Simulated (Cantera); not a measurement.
An isothermal, constant-pressure homogeneous reactor starts with 2.69 % H2, 37.4 % O2, 59.9 % N2, at 973 K and 1.05 Torr.

Computed with Cantera and the H2/O2 subset of GRI-Mech 3.0, which has no nitrogen chemistry. Radical loss at walls, strong at low pressure, is not modelled.

x: mole fraction; the columns are a selection and need not sum to one.

```
t (s)         x H2   x O2      x OH    x H2O2     x HO2
--------  --------  -----  --------  --------  --------
0.000200    0.0269  0.374    <1e-12    <1e-12    <1e-12
0.000447    0.0269  0.374    <1e-12    <1e-12  2.15e-12
0.00100     0.0269  0.374    <1e-12    <1e-12  4.81e-12
0.00224     0.0269  0.374  1.95e-12    <1e-12  1.08e-11
0.00500     0.0269  0.374  6.99e-12    <1e-12  2.41e-11
0.0112      0.0269  0.374  2.72e-11    <1e-12  5.39e-11
0.0250      0.0269  0.374  2.08e-10    <1e-12  1.22e-10
0.0560      0.0269  0.374   1.20e-8    <1e-12  3.66e-10
0.125       0.0264  0.374   8.80e-5  1.68e-10   2.43e-7
0.280     0.000737  0.357  0.000803       ___   3.12e-7
0.626     0.000467  0.358  0.000645       ___   2.98e-7
1.40      0.000378  0.359  0.000581       ___   2.91e-7
3.13      0.000237  0.362  0.000459       ___   2.71e-7
7.00       9.55e-5  0.364  0.000291       ___   2.20e-7
```

Some entries are withheld; supply them.


- 0.280, x H2O2: 3.61e-9
- 0.626, x H2O2: 2.69e-9
- 1.40, x H2O2: 2.94e-9
- 3.13, x H2O2: 3.38e-9
- 7.00, x H2O2: 3.86e-9
